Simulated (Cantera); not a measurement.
What does this Cantera script print?

```python
import numpy as np
import cantera as ct

gas_names = """
    B BH BH2 BH3 BN BO BO2 B2 B2O B2O2 B2O3 B3O3H3 H HBO HBO2 HNO HNO2 HNO3 HO2 H2 H2O H2O2 H3B3O6 N NH
    NH2 NH3 NH2OH NO NO2 NO3 N2 N2H2 N2H4 N2O O OH O2 O3
""".split()
cond_names = """
    B(b) B(L) BN(s) B2O3(L) B3O3H3(cr) H2O(s) H2O(L)
""".split()


# ... load() reads the species with a 1 bar reference pressure and builds the phases ...
atoms = {
    'BN': {'B': 1, 'N': 1},
    'H2O': {'H': 2, 'O': 1},
    'N2': {'N': 2},
}
top_T = {'BN(s)': 3200}  # K; cautious upper limits of use, not melting points


# ... equilibrate(T, P, feed) seeds the gas with the atoms and calls Mixture.equilibrate('TP', solver="vcs", rtol=1e-11, max_steps=5000) ...
results = []
feed = {'BN': 1, 'H2O': 0.98, 'N2': 60}  # mol
P = 10000  # Pa
for T in [1100, 1200, 1300, 1400, 1500, 1600, 1700, 1800, 1900, 2000]:
    mix = equilibrate(T, P, feed)
    results.append((T, P, feed, dict(zip(mix.species_names, mix.species_moles))))
    x = sorted(zip(gas.X, gas.species_names), reverse=True)
    print(f"T = {T:g} K  P = {P:g} Pa  gas = {mix.phase_moles(0):.4g} mol")
    print("   x: " + "  ".join(f"{s} {v:.3e}" for v, s in x if v > 1e-06))
    print("   condensed (mol): " + ("  ".join(f"{mix.phase(i).name} {mix.phase_moles(i):.4g}"
          for i in range(1, mix.n_phases) if mix.phase_moles(i) > 1e-12) or "none"))
```

Result:

```
T = 1100 K  P = 10000 Pa  gas = 61.31 mol
   x: N2 9.840e-01  H2 1.591e-02  H2O 6.846e-05  HBO2 4.562e-06
   condensed (mol): BN(s) 0.3496  B2O3(L) 0.3251
T = 1200 K  P = 10000 Pa  gas = 61.31 mol
   x: N2 9.840e-01  H2 1.591e-02  H2O 6.547e-05  HBO2 2.128e-05
   condensed (mol): BN(s) 0.3498  B2O3(L) 0.3244
T = 1300 K  P = 10000 Pa  gas = 61.31 mol
   x: N2 9.840e-01  H2 1.588e-02  HBO2 7.692e-05  H2O 6.245e-05  HBO 2.543e-06  B2O3 1.862e-06
   condensed (mol): BN(s) 0.3507  B2O3(L) 0.3221
T = 1400 K  P = 10000 Pa  gas = 61.31 mol
   x: N2 9.839e-01  H2 1.580e-02  HBO2 2.277e-04  H2O 5.936e-05  B2O3 2.403e-05  HBO 1.701e-05  H 1.933e-06
   condensed (mol): BN(s) 0.3534  B2O3(L) 0.3143
T = 1500 K  P = 10000 Pa  gas = 61.33 mol
   x: N2 9.835e-01  H2 1.559e-02  HBO2 5.739e-04  B2O3 2.169e-04  HBO 8.719e-05  H2O 5.602e-05  H 6.950e-06  B2O2 3.634e-06  BO 1.014e-06
   condensed (mol): BN(s) 0.3587  B2O3(L) 0.2868
T = 1600 K  P = 10000 Pa  gas = 61.44 mol
   x: N2 9.817e-01  H2 1.508e-02  B2O3 1.466e-03  HBO2 1.262e-03  HBO 3.581e-04  H2O 5.189e-05  B2O2 4.920e-05  H 2.111e-05  BO 1.138e-05
   condensed (mol): BN(s) 0.3651  B2O3(L) 0.1742
T = 1700 K  P = 10000 Pa  gas = 61.64 mol
   x: N2 9.787e-01  H2 1.459e-02  B2O3 3.725e-03  HBO2 1.528e-03  HBO 9.655e-04  B2O2 2.959e-04  BO 7.451e-05  H 5.628e-05  H2O 3.761e-05
   condensed (mol): BN(s) 0.3461
T = 1800 K  P = 10000 Pa  gas = 61.7 mol
   x: N2 9.782e-01  H2 1.443e-02  B2O3 3.423e-03  HBO 1.732e-03  HBO2 9.942e-04  B2O2 7.905e-04  BO 2.909e-04  H 1.360e-04  H2O 2.126e-05
   condensed (mol): BN(s) 0.2939
T = 1900 K  P = 10000 Pa  gas = 61.8 mol
   x: N2 9.772e-01  H2 1.405e-02  HBO 2.702e-03  B2O3 2.581e-03  B2O2 1.656e-03  BO 9.160e-04  HBO2 5.850e-04  H 2.975e-04  H2O 1.173e-05  BO2 1.231e-06
   condensed (mol): BN(s) 0.2164
T = 2000 K  P = 10000 Pa  gas = 61.94 mol
   x: N2 9.757e-01  H2 1.359e-02  HBO 3.573e-03  B2O2 2.558e-03  BO 2.287e-03  B2O3 1.420e-03  H 5.994e-04  HBO2 2.872e-04  H2O 6.067e-06  BO2 1.528e-06  B2O 1.169e-06
   condensed (mol): BN(s) 0.1261
```

Method: chemical equilibrium by Gibbs-energy minimisation in Cantera with the NASA 1993 tables (ideal gas, pure condensed phases). Mutual solubility and eutectic melting of coexisting phases are not modelled.
